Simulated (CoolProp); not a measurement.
Normal hydrogen along the isotherm 64.8 K: density (kg/m³) from the reference equation and from simpler models built on Tc = 33.1 K, pc = 1296 kPa, ω = -0.219; each cubic takes its own stable root.

Values from CoolProp's reference Helmholtz-energy equation of state, Leachman 2009.

```csv
p (kPa),phase,reference,ideal gas,Redlich-Kwong,Soave-Redlich-Kwong
648,gas,2.478,2.425,2.466,2.493
1300,supercritical,5.077,4.864,5.020,5.135
1940,supercritical,7.727,7.259,7.581,7.847
2590,supercritical,10.50,9.691,10.21,10.70
3240,supercritical,13.33,12.12,12.85,13.62
3890,supercritical,16.19,14.55,15.47,16.55
4540,supercritical,19.04,16.99,18.03,19.46
5190,supercritical,21.85,19.42,20.53,22.30
5830,supercritical,24.53,21.81,22.91,24.99
6480,supercritical,27.16,24.25,25.22,27.58
```
